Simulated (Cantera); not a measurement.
An isothermal, constant-pressure homogeneous reactor starts with CH4 : H2 = 1 : 9.3 (molar parts), at 1975 K and 50.0 Pa.

Computed with Cantera and GRI-Mech 3.0 (53 species, 325 reactions). GRI-Mech 3.0 stops at C3 and has no aromatics, soot or wall deposition, so with more carbon than oxygen in the feed, carbon stays in small species such as C2H2 where larger ones or solid carbon would form. Radical loss at walls, strong at low pressure, is not modelled.

x: mole fraction; the columns are a selection and need not sum to one.

```csv
t (s),x CH4,x H2,x C2H2,x C2H6,x H,x CH3,x C2H4
1.00e-5,0.0971,0.903,<1e-12,<1e-12,3.68e-7,3.72e-7,<1e-12
2.78e-5,0.0971,0.903,<1e-12,<1e-12,1.01e-6,1.05e-6,<1e-12
7.74e-5,0.0971,0.903,<1e-12,<1e-12,2.72e-6,3.01e-6,<1e-12
0.000215,0.0971,0.903,<1e-12,<1e-12,7.04e-6,8.91e-6,2.73e-12
0.000600,0.0971,0.903,<1e-12,2.28e-11,1.73e-5,2.71e-5,1.23e-10
0.00167,0.0970,0.903,3.64e-11,8.15e-10,4.29e-5,8.05e-5,5.28e-9
0.00464,0.0968,0.903,3.50e-9,1.55e-8,0.000113,0.000230,1.61e-7
0.0129,0.0964,0.903,2.73e-7,1.68e-7,0.000310,0.000643,3.77e-6
0.0360,0.0950,0.902,1.96e-5,1.29e-6,0.000866,0.00178,6.84e-5
0.100,0.0884,0.903,0.00106,6.68e-6,0.00243,0.00463,0.000611
0.278,0.0584,0.916,0.0139,7.77e-6,0.00488,0.00606,0.000719
0.775,___,0.936,___,___,___,___,___
2.16,0.00525,0.944,0.0412,1.15e-7,0.00841,0.000923,1.46e-5
6.00,___,0.943,0.0435,___,___,___,___
```

Question: Fill in the missing entries.

Answer: 
- 0.775, x CH4: 0.0223
- 0.775, x C2H2: 0.0324
- 0.775, x C2H6: 1.49e-6
- 0.775, x H: 0.00617
- 0.775, x CH3: 0.00288
- 0.775, x C2H4: 0.000146
- 6.00, x CH4: 0.000771
- 6.00, x C2H6: 3.58e-9
- 6.00, x H: 0.0127
- 6.00, x CH3: 0.000206
- 6.00, x C2H4: 1.53e-6
